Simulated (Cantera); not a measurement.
A closed system holds: 1 mol MgO, 0.017 mol Br2, equilibrated at 1150 K and 1 atm.

Cantera equilibrium calculation (NASA polynomials, part measured and part estimated; ideal gas, pure solids and liquids). Candidate condensed phases: Br2, Mg, MgBr2, MgO; 10 gas species. The numbers say what is thermodynamically allowed, not how fast it happens.

Base state: Br2 0.973, Br 0.0262, MgBr2 0.000282, O2 0.000141 (mole fractions); condensed: MgO(s).

### Question
What changes in the equilibrium state with this change: temperature from 1150 K to 1450 K?

### Answer
| species | before | after |
|---|---|---|
| Br2 | 0.973 | 0.785 |
| Br | 0.0262 | 0.200 |
| MgBr2 | 0.000282 | 0.0103 |
| O2 | 0.000141 | 0.00516 |
| MgO(s), mol | 1.000 | 1.000 |

### Question
What changes in the equilibrium state with this change: temperature from 1150 K to 725 K?

### Answer
```csv
species,before,after
Br2,0.973,1.000
Br,0.0262,6.61e-5
MgBr2,0.000282,6.06e-9
O2,0.000141,3.03e-9
"MgO(s), mol",1.000,1.00
```
